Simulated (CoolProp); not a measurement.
Vapour-liquid equilibrium of n-heptane (1) + n-dodecane (2) at 0.0197 MPa; x and y are mole fractions of (1).

Values from CoolProp's multi-fluid Helmholtz-energy mixture model, Span 2003 and Lemmon 2004; pair parameters Bell 2016.

```tsv
x	bubble temperature (K)	y at the bubble point	dew temperature at overall composition x (K)	liquid density (mol/L)
0.05	407.8	0.572	429.3	3.963
0.125	384.2	0.848	426.9	4.187
0.2	369.3	0.930	424.4	4.381
0.275	359.1	0.962	421.6	4.562
0.35	351.6	0.977	418.6	4.739
0.425	345.9	0.985	415.4	4.917
0.5	341.4	0.990	411.7	5.099
0.575	337.7	0.993	407.6	5.287
0.65	334.6	0.995	402.8	5.483
0.725	331.9	0.997	397.2	5.690
0.8	329.5	0.998	390.0	5.908
0.875	327.4	0.999	380.3	6.139
0.95	325.4	1.000	363.6	6.385
```

No azeotrope shows between x = 0.05 and 0.95.

Pair parameters are fitted to limited data, so mixtures are less certain than the pure fluids. The gap from Raoult's law changes sign with composition, which may be real or a fault of the pair parameters; it wasn't checked against measurements.
